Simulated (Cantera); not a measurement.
An isothermal, constant-pressure homogeneous reactor starts with NO : N2 = 1 : 1.1 (molar parts), at 1825 K and 1900 Pa. Integrator tolerance rtol = 1e-08.

Cantera simulation using GRI-Mech 3.0 (53 species, 325 reactions); the numbers are that mechanism's predictions, not measurements. Radical loss at walls, strong at low pressure, is not modelled.

What does this change do: NO 1 to 2.2 parts?


```csv
quantity,before,after
x(NO) at 90.0 s,0.190 (gas-phase equilibrium 0.00472),0.209 (gas-phase equilibrium 0.00522)
x(O2) at 90.0 s,0.143 (gas-phase equilibrium 0.235),0.228 (gas-phase equilibrium 0.330)
x(N2) at 90.0 s,0.667 (gas-phase equilibrium 0.759),0.562 (gas-phase equilibrium 0.664)
x(N2O) at 90.0 s,1.01e-5 (gas-phase equilibrium 3.66e-8),1.13e-5 (gas-phase equilibrium 3.79e-8)
x(O) at 90.0 s,0.000435 (gas-phase equilibrium 0.000544),0.000546 (gas-phase equilibrium 0.000645)
```
